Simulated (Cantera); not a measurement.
A perfectly stirred reactor is fed with CH3OH : O2 : N2 = 1 : 1.36 : 5.13 (molar parts), equivalence ratio 1.1, at 1.20 bar; it is adiabatic with a 573 K inlet, and is followed from long to short residence time, starting on the burning branch (τ in s: 0.051, 0.021, 0.0087, 0.0036, 0.0015, 0.00061, 0.00025, 0.0001, 4.2e-05, 1.7e-05).

Computed with Cantera and GRI-Mech 3.0 (53 species, 325 reactions). GRI-Mech 3.0 was tuned for natural gas; its chemistry of methanol as a main component is partial and can be far from experiment.

Task: What does this change do: inlet temperature 573 to 425 K?

Result: 
| quantity | before | after |
|---|---|---|
| blow-out, bracketed by the residence times tried | burning at 42.0 µs, out at 17.0 µs | burning at 0.100 ms, out at 42.0 µs |
| x(CH3OH) at τ = 51.0 ms | 1.03e-6 | 1.38e-6 |
| x(O2) at τ = 51.0 ms | 0.00331 | 0.00252 |
| x(CH4) at τ = 51.0 ms | 1.66e-7 | 2.14e-7 |
| x(C2H2) at τ = 51.0 ms | 4.66e-11 | 7.07e-11 |
| x(H2O2) at τ = 51.0 ms | 7.95e-8 | 6.75e-8 |
| x(CH3OH) at τ = 0.610 ms | 3.03e-5 | 3.56e-5 |
| x(O2) at τ = 0.610 ms | 0.0137 | 0.0129 |
| x(CH4) at τ = 0.610 ms | 1.85e-6 | 2.51e-6 |
| x(C2H2) at τ = 0.610 ms | 3.96e-9 | 5.88e-9 |
| x(H2O2) at τ = 0.610 ms | 2.84e-7 | 3.23e-7 |
